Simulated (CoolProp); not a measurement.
The fluid at 401.62 K and 0.543 MPa expands adiabatically to 0.0914 MPa with isentropic efficiency 0.9. The same conditions are run with several fluids, on thermodynamics alone (safety and materials aside).

Computed with CoolProp (reference Helmholtz-energy equation of state of each fluid (R142b: Lemmon 2006; R114: Platzer 1990; R1336mzz(E): Akasaka 2023; dry air: Lemmon 2000; carbon dioxide: Span 1996)). The equations of Platzer and Polt are older, rougher fits. Blends and air are pseudo-pure fits.

```tsv
fluid	work (kJ/kg)	final temperature (K)	final density (kg/m³)
R142b	47.7	346.9	…
R114	28.5	…	…
R1336mzz(E)	…	363.3	…
dry air	…	257.4	…
carbon dioxide	…	286.4	1.70
```

Question: Fill in the missing entries.

Answer: 
- R142b, final density (kg/m³): 3.23
- R114, final temperature (K): 360.4
- R114, final density (kg/m³): 5.29
- R1336mzz(E), work (kJ/kg): 29.6
- R1336mzz(E), final density (kg/m³): 5.05
- dry air, work (kJ/kg): 145
- dry air, final density (kg/m³): 1.24
- carbon dioxide, work (kJ/kg): 101
